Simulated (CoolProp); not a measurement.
A simple Rankine cycle with hydrogen sulfide: condensing at 306.15 K, boiler at 7.09 MPa, turbine inlet 364.4 K, turbine efficiency 0.65, pump efficiency 0.8, no recuperator. Each further row changes one setting.

Values from CoolProp's reference Helmholtz-energy equation of state, Lemmon 2006. It is a short technical equation, of lower accuracy than the large ones.

```tsv
case	thermal efficiency (%)	net work (kJ/kg)	heat in (kJ/kg)	turbine exit temperature (K)	volume ratio over the turbine
as stated	7.2	26.8	370	306.2	2.92
turbine inlet 384.4 K	7.8	32.9	422	306.2	2.59
condensing temperature 298.15 K	8.3	32.4	388	298.1	3.52
boiler pressure 4.96 MPa	5.7	24.5	431	311.8	1.86
turbine efficiency 0.55	5.8	21.5	370	306.2	2.96
```

The expansion ends wet for: as stated; turbine inlet 384.4 K; condensing temperature 298.15 K; turbine efficiency 0.55.
